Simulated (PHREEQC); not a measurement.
Solution (25 °C): 0.011 mol/kgw H2SO4, 0.047 mol/kgw ZnSO4 and 0.033 mol/kgw Fe2(SO4)3. Closed to the air; pH follows from the charge balance.

Model: ion-association model, phreeqc.dat, run in PHREEQC.

Precipitation was switched off in this run.

Q: Order these S species by the share of S that they hold, largest first: ZnSO4, Zn(SO4)2-2, Fe(SO4)2-, SO4-2, FeSO4+.

A: FeSO4+ (31 %), SO4-2 (26 %), Fe(SO4)2- (16 %), ZnSO4 (12 %), Zn(SO4)2-2 (7.5 %)

The pH is 2.13 and the ionic strength 0.196 mol/kgw. The solution is supersaturated, for example in Hematite (slow to form), Goethite (slow to form), so a real one may precipitate; this is no full list.
